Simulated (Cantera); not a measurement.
Input: 1 mol CH3SiH3, a varied amount of C3H8, 1300 mol H2, at 1502 °C and 750 Torr.

Equilibrium computed with Cantera from the NASA thermochemical tables; the gas is ideal and each condensed phase is pure. Candidate condensed phases: C, C6H6, C7H8, C8H18, Si, SiC; 87 gas species. The feed counts by its element totals alone. The numbers say what is thermodynamically allowed, not how fast it happens.

Problem. Which condensed phases are stable at each of these points (n(C3H8) (mol)): 0.036, 0.06, 0.1, 0.17, 0.29, 0.49, 0.82?

Solution. 
```tsv
n(C3H8) (mol)	condensed phases	Si condensed (%)
0.036	SiC(s)	99.1
0.06	SiC(s)	99.5
0.1	SiC(s)	99.7
0.17	SiC(s)	99.8
0.29	SiC(s)	99.9
0.49	SiC(s)	99.9
0.82	C(graphite) + SiC(s)	99.9
```

From 0.036 mol C3H8 to 0.49 mol C3H8 the condensed part is SiC(s). At 0.82 mol C3H8 the condensed part is C(graphite) + SiC(s).
